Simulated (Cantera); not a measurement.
A closed system holds: 1 mol Cu2O, 2.2 mol CH4, 2.2 mol N2, at 1698 K and 1.33 mbar.

Method: chemical equilibrium by Gibbs-energy minimisation in Cantera with the NASA 1993 tables (ideal gas, pure condensed phases). Candidate condensed phases: C, C6H6, C7H8, C8H18, Cu, CuO, Cu(OH)2, Cu2O, H2O; 139 gas species. Kinetics and transport are ignored.

Base state: H2 0.509, N2 0.255, CO 0.116, Cu 0.116, H 0.00282, HCN 0.00130, Cu2 0.000139, HNC 3.88e-5 (mole fractions); condensed: C(graphite) + Cu(l).

### Question
What changes in the equilibrium state with this change: temperature from 1698 K to 1325 K?

### Answer
| species | before | after |
|---|---|---|
| H2 | 0.509 | 0.579 |
| N2 | 0.255 | 0.289 |
| CO | 0.116 | 0.132 |
| Cu | 0.116 | 0.000211 |
| Cu2 | 0.000139 | 2.20e-8 |
| H | 0.00282 | 3.41e-5 |
| C2H2 (acetylene) | 3.67e-5 | 4.92e-7 |
| HNC | 3.88e-5 | 9.47e-7 |
| C(graphite), mol | 1.19 | 1.20 |
| Cu(l), mol | 0.998 | 0 |
| Cu(s), mol | 0 | 2.00 |
